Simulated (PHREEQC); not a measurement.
Consider water at 20 °C with 0.26 mol Na2CO3, 0.682 mol NaHCO3 and 0.19 mol NaCl per kg of water. Closed to the air; pH follows from the charge balance.

All values are PHREEQC results (Pitzer model, pitzer.dat), not measurements.

```json
{
 "pH": "9.07",
 "ionic_strength": "1.65 mol/kgw",
 "activity_of_water": "0.965",
 "density": "1.069 g/cm³",
 "osmotic_coefficient": "0.777",
 "total_alkalinity": "1200 meq/kg"
}
```

| species | molality | activity | log γ |
|---|---|---|---|
| Na+ | 1.39 | 0.787 | -0.248 |
| HCO3- | 0.681 | 0.302 | -0.354 |
| CO3-2 | 0.261 | 0.0147 | -1.248 |
| Cl- | 0.190 | 0.110 | -0.239 |
| CO2 | 0.000490 | 0.000619 | 0.102 |
| OH- | 1.34e-5 | 7.85e-6 | -0.231 |
| H+ | 1.66e-9 | 8.42e-10 | -0.294 |

No solid was allowed to form. Species that the database lacks are ignored. In brines, pH and single-ion activities rest on the MacInnes convention.
